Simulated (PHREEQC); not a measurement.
NaOH is added in steps, without added water, to 1 kg of water holding 170 mmol/kgw HCl, 0.19 mmol/kgw ZnSO4 and 69 mmol/kgw NiSO4, at 20 °C. Oxygen alone is held at its pressure in air (log pO2 = -0.68). No CO2 enters from the air. Only these solids could form: Zn(OH)2-e, Zn4(OH)6SO4, Zn5(OH)8Cl2, Ni(OH)2, Ni4(OH)6SO4, Halite, Mirabilite, Goslarite, Morenosite.

Base run: PHREEQC, ion-association model, wateq4f.dat. Each further column changes one thing. The table gives pH.

| NaOH added (mol) | base | Debye-Hückel limiting law | Davies equation for every ion | metal-ligand complexes left out | all activity coefficients set to 1 |
|---|---|---|---|---|---|
| 0 | 1.01 | 1.16 | 1.04 | 1.03 | 0.90 |
| 0.04125 | 1.15 | 1.29 | 1.18 | 1.19 | 1.04 |
| 0.0825 | 1.35 | 1.47 | 1.38 | 1.41 | 1.25 |
| 0.1031 | 1.49 | 1.59 | 1.52 | 1.56 | 1.39 |
| 0.1444 | 1.96 | 2.02 | 1.98 | 2.05 | 1.88 |
| 0.1856 | 6.20 | 6.49 | 6.21 | 6.09 | 6.15 |
| 0.2269 | 6.29 | 6.56 | 6.30 | 6.18 | 6.28 |
| 0.2475 | 6.36 | 6.62 | 6.37 | 6.24 | 6.36 |
| 0.2888 | 6.61 | 6.86 | 6.62 | 6.49 | 6.64 |
| 0.33 | 12.32 | 12.19 | 12.37 | 12.32 | 12.50 |

The database's Ni(OH)2 is the aged solid; a fresh precipitate is more soluble.
